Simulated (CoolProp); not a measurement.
Model: reference Helmholtz-energy equation of state, Thol 2019, in CoolProp.

Q: Give the vapour pressure (bar), liquid density (kg/m³), liquid cp (kJ/(kg K)), surface tension (mN/m) of saturated n-hexane at 37.55 °C.

A: 
```tsv
T (°C)	p (bar)	liquid density (kg/m³)	liquid cp (kJ/(kg K))	surface tension (mN/m)
37.55	0.339	643	2.33	16.6
```

Surface tension comes from a separate correlation (Mulero 2012).
